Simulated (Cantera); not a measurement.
An adiabatic, constant-pressure homogeneous reactor starts with CH₃OH : O₂ : N₂ = 1 : 0.75 : 9 (molar parts), equivalence ratio 2.0, at 1198 K and 14.0 bar. Integrator tolerance rtol = 1e-08.

Cantera simulation using GRI-Mech 3.0 (53 species, 325 reactions); the numbers are that mechanism's predictions, not measurements. GRI-Mech 3.0 was tuned for natural gas; its chemistry of methanol as a main component is partial and can be far from experiment. The pressure lies above the range GRI-Mech 3.0 was tuned for (to about 10 atm).

Question: What does this change do: constant volume in place of constant pressure?

Answer: 
| quantity | before | after |
|---|---|---|
| time of steepest temperature rise | 1.40 ms | 1.36 ms |
| temperature at 0.100 s | 1832 K | 2042 K |
| equilibrium temperature | 1832 K | 2042 K |
| x(CH₃OH) at 0.100 s | 2.18e-11 (gas-phase equilibrium 4.65e-12) | 8.07e-12 (gas-phase equilibrium 8.23e-12) |
| x(O₂) at 0.100 s | 9.05e-10 (gas-phase equilibrium 9.06e-10) | 1.59e-8 (gas-phase equilibrium 1.59e-8) |
| x(C₂H₄) at 0.100 s | 1.34e-12 (gas-phase equilibrium <1e-12) | <1e-12 (gas-phase equilibrium <1e-12) |
| x(H) at 0.100 s | 3.19e-5 (gas-phase equilibrium 3.19e-5) | 0.000106 (gas-phase equilibrium 0.000106) |
| x(CH₂) at 0.100 s | <1e-12 (gas-phase equilibrium <1e-12) | <1e-12 (gas-phase equilibrium <1e-12) |
| x(HO₂) at 0.100 s | 1.40e-12 (gas-phase equilibrium 1.40e-12) | 3.53e-11 (gas-phase equilibrium 3.53e-11) |
| x(NO) at 0.100 s | 7.53e-8 (gas-phase equilibrium 2.97e-7) | 1.25e-6 (gas-phase equilibrium 2.31e-6) |

Question: What does this change do: initial temperature 1198 to 950 K?

Answer: 
```csv
quantity,before,after
time of steepest temperature rise,1.40 ms,not reached
temperature at 0.100 s,1832 K,950 K
equilibrium temperature,1832 K,1603 K
x(CH₃OH) at 0.100 s,2.18e-11 (gas-phase equilibrium 4.65e-12),0.0930 (gas-phase equilibrium 1.27e-11)
x(O₂) at 0.100 s,9.05e-10 (gas-phase equilibrium 9.06e-10),0.0698 (gas-phase equilibrium 7.04e-12)
x(C₂H₄) at 0.100 s,1.34e-12 (gas-phase equilibrium <1e-12),<1e-12 (gas-phase equilibrium <1e-12)
x(H) at 0.100 s,3.19e-5 (gas-phase equilibrium 3.19e-5),<1e-12 (gas-phase equilibrium 3.96e-6)
x(CH₂) at 0.100 s,<1e-12 (gas-phase equilibrium <1e-12),<1e-12 (gas-phase equilibrium <1e-12)
x(HO₂) at 0.100 s,1.40e-12 (gas-phase equilibrium 1.40e-12),2.46e-7 (gas-phase equilibrium <1e-12)
x(NO) at 0.100 s,7.53e-8 (gas-phase equilibrium 2.97e-7),<1e-12 (gas-phase equilibrium 1.11e-8)
```
Below about 1000 K GRI-Mech 3.0 lacks low-temperature oxidation paths.
